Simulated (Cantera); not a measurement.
Input (Python, Cantera) and output of one run.

```python
import numpy as np
import cantera as ct

gas_names = """
    H2O H2
""".split()
cond_names = """
    Ta(cr) Ta(L) Ta2O5(s) Ta2O5(L)
""".split()


# ... load() reads the species with a 1 bar reference pressure and builds the phases ...
species = {s.name: s for s in load("nasa_gas.yaml", gas_names) + load("nasa_condensed.yaml", cond_names)}
# Each term lists the table entries of one substance; the one whose range holds T is used.
reactions = {
    '2 Ta + 5 H2O(g) = 5 H2(g) + Ta2O5':
        [(-2, ['Ta(cr)', 'Ta(L)']), (-5, ['H2O']), (5, ['H2']), (1, ['Ta2O5(s)', 'Ta2O5(L)'])],
}


def pick(names, T):
    return next(species[n] for n in names if species[n].thermo.min_temp <= T <= species[n].thermo.max_temp)


results = []
for label, terms in reactions.items():
    print(label)
    print("     T/K   dH/kJ  dS/(J/K)   dG/kJ   log10 K")
    for T in [2225, 2300, 2375, 2450, 2525, 2600, 2675, 2750, 2825, 2900]:
        used = [(nu, pick(names, T)) for nu, names in terms]
        dH = sum(nu * s.thermo.h(T) for nu, s in used) / 1e6
        dS = sum(nu * s.thermo.s(T) for nu, s in used) / 1e3
        dG = dH - T * dS / 1e3
        logK = -dG * 1e6 / (ct.gas_constant * T * np.log(10))
        results.append((label, T, dH, dS, dG, logK, [s.name for _, s in used]))
        print(f"{T:8g} {dH:8.1f} {dS:8.1f} {dG:8.1f} {logK:8.2f}")
```

Result:

```
2 Ta + 5 H2O(g) = 5 H2(g) + Ta2O5
     T/K   dH/kJ  dS/(J/K)   dG/kJ   log10 K
    2225   -588.7    -34.5   -511.9    12.02
    2300   -582.3    -31.7   -509.4    11.57
    2375   -576.0    -29.0   -507.1    11.15
    2450   -569.9    -26.5   -505.1    10.77
    2525   -563.9    -24.1   -503.2    10.41
    2600   -558.1    -21.8   -501.4    10.07
    2675   -552.4    -19.6   -499.9     9.76
    2750   -546.9    -17.6   -498.5     9.47
    2825   -541.5    -15.7   -497.3     9.19
    2900   -536.4    -13.9   -496.1     8.94
```

Standard-state values (1 bar) from the NASA 1993 polynomials, evaluated with Cantera. Condensed species are held in their standard states even where they would react or evaporate.
